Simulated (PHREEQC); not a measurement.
A solution holds 0.0015 mol HF and 0.0061 mol NaF per kg of water, at 20 °C. Closed to the air; pH follows from the charge balance.

Equilibrium calculation in PHREEQC: ion-association model, phreeqc.dat.

```tsv
quantity	before	after
pH	3.78	7.54
ionic strength (mol/kgw)	0.00626	0.00608
F- (mol/kgw)	0.00623	0.00608
HF (mol/kgw)	0.00129	2.21e-7
HF2- (mol/kgw)	2.96e-5	4.96e-9
NaF (mol/kgw)	1.84e-5	1.80e-5
```

Which change was made?
(A) HF left out
(B) NaF from 0.0061 to 0.061 mol/kgw
(C) HF from 0.0015 to 0.00015 mol/kgw
(D) NaF from 0.0061 to 0.00549 mol/kgw

A, HF left out

No solid was allowed to form.
